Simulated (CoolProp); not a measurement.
The numbers come from the reference Helmholtz-energy equation of state, Lemmon 2016 in CoolProp.

### Question
For R115, give the phase and the cp (kJ/(kg K)), speed of sound (m/s) at 270.6 K and 0.00495 MPa; 270.6 K and 0.687 MPa; 270.6 K and 1.56 MPa.

### Answer
- 270.6 K and 0.00495 MPa: gas; cp 0.675, speed of sound 126
- 270.6 K and 0.687 MPa: liquid; cp 1.01, speed of sound 463
- 270.6 K and 1.56 MPa: liquid; cp 1.01, speed of sound 473
